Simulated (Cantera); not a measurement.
Mixture: C₃H₈ : O₂ : N₂ : CO₂ = 1 : 9.43 : 50 : 15 (molar parts), equivalence ratio 0.53, at 670000 Pa, adiabatic and at constant volume. Ignition delay is the time to a rise of 400 K.

Model: GRI-Mech 3.0 (53 species, 325 reactions), integrated in Cantera.

Task: What does this change do: 0.7 parts H2 added?

Result: 
```json
[
 {"quantity": "delay at 1250 K", "before": "1.14 ms", "after": "0.606 ms"},
 {"quantity": "delay at 1350 K", "before": "0.226 ms", "after": "0.156 ms"},
 {"quantity": "delay at 1450 K", "before": "60.1 µs", "after": "47.4 µs"},
 {"quantity": "delay at 1550 K", "before": "21.5 µs", "after": "18.0 µs"},
 {"quantity": "delay at 1650 K", "before": "10.5 µs", "after": "8.67 µs"},
 {"quantity": "apparent activation energy between 1550 and 1650 K", "before": "150 kJ/mol", "after": "160 kJ/mol"}
]
```

Task: What does this change do: 5.4 parts H2O added?

Result: 
```csv
quantity,before,after
delay at 1250 K,1.14 ms,1.12 ms
delay at 1350 K,0.226 ms,0.229 ms
delay at 1450 K,60.1 µs,62.4 µs
delay at 1550 K,21.5 µs,22.9 µs
delay at 1650 K,10.5 µs,11.6 µs
apparent activation energy between 1550 and 1650 K,150 kJ/mol,150 kJ/mol
```
